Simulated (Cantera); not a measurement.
A freely propagating, adiabatic, planar premixed flame of H₂ : O₂ : N₂ = 1 : 0.515 : 2.42 (molar parts), equivalence ratio 0.97, unburnt at 300 K and 75.0 Torr; mixture-averaged transport, grid criteria slope 0.08 and curve 0.16, no radiation.

Detailed kinetics in Cantera: the H2/O2 subset of GRI-Mech 3.0, which has no nitrogen chemistry. Burning velocities carry a grid error of a few per cent, more on coarse grids.

**Question.** What does this change do: inlet temperature 300 to 500 K?

**Answer.** 
```
quantity                    before     after
------------------------  --------  --------
laminar burning velocity  148 cm/s  337 cm/s
thermal thickness          7.85 mm   9.77 mm
peak x(OH)                  0.0101    0.0126
peak x(HO₂)               0.000100   5.17e-5
peak x(O)                  0.00927    0.0118
```

**Question.** What does this change do: 0.17 parts H2O added?

**Answer.** 
```
quantity                    before     after
------------------------  --------  --------
laminar burning velocity  148 cm/s  138 cm/s
thermal thickness          7.85 mm   7.22 mm
peak x(OH)                  0.0101   0.00906
peak x(HO₂)               0.000100  0.000112
peak x(O)                  0.00927   0.00770
```
